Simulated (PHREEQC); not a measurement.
Consider water at 25 °C with 0.012 mol/kgw NaHSO4 and 0.0085 mol/kgw NaF. Closed to the air; pH follows from the charge balance.

Model: ion-association model, phreeqc.dat, run in PHREEQC.

Each row changes one thing in this solution. No solid was allowed to form.

```csv
case,pH,ionic strength (mol/kgw)
as made,2.51,0.0332
NaHSO4 from 0.012 to 0.12 mol/kgw,…,…
NaF replaced by Na2SiO3 at the same molality,9.88,…
diluted 2-fold with water,2.70,0.0175
NaHSO4 replaced by FeSO4 at the same molality,6.43,0.0429
diluted 5-fold with water,…,0.00745
0.00035 mol/kgw H3PO4 added,2.50,0.0333
NaHSO4 replaced by Na2SiO3 at the same molality,…,0.0335
```

Some entries are withheld; supply them.


- NaHSO4 from 0.012 to 0.12 mol/kgw, pH: 1.43
- NaHSO4 from 0.012 to 0.12 mol/kgw, ionic strength (mol/kgw): 0.214
- NaF replaced by Na2SiO3 at the same molality, ionic strength (mol/kgw): 0.0394
- diluted 5-fold with water, pH: 2.96
- NaHSO4 replaced by Na2SiO3 at the same molality, pH: 11.96

Some of these states are supersaturated (in SiO2(a), Quartz (slow to form), for instance). Fluoro complexes past AlF4- and FeF3 are missing from the database.
